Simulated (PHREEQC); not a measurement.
0.019 g of hydrous ferric oxide (600 m²/g; 0.2 weak and 0.005 strong sites per Fe, Dzombak-Morel constants, diffuse double layer) in 1 kg of water with 0.001 mol/kgw of an inert sodium salt, at 25 °C; the pH is set by adding NaOH or the inert anion's acid. Oxygen is held at 0.21 atm. CO2 from the air is kept out. No solid was allowed to form.

All values are PHREEQC results (ion-association model, wateq4f.dat), not measurements.

```tsv
pH	surface charge σ (C/m²)	surface potential ψ (mV)
4	0.117	210
4.67	…	184
5.33	…	154
6	0.019	119
6.67	0.009	…
7.33	0.004	…
8	0.000	6
8.67	-0.003	-32
9.33	…	…
10	-0.015	-107
10.67	-0.035	…
11.33	-0.085	-166
12	-0.200	-176
```

Problem. What belongs in the gaps?

Solution. 
- 4.67, surface charge σ (C/m²): 0.067
- 5.33, surface charge σ (C/m²): 0.037
- 6.67, surface potential ψ (mV): 83
- 7.33, surface potential ψ (mV): 45
- 9.33, surface charge σ (C/m²): -0.007
- 9.33, surface potential ψ (mV): -70
- 10.67, surface potential ψ (mV): -141
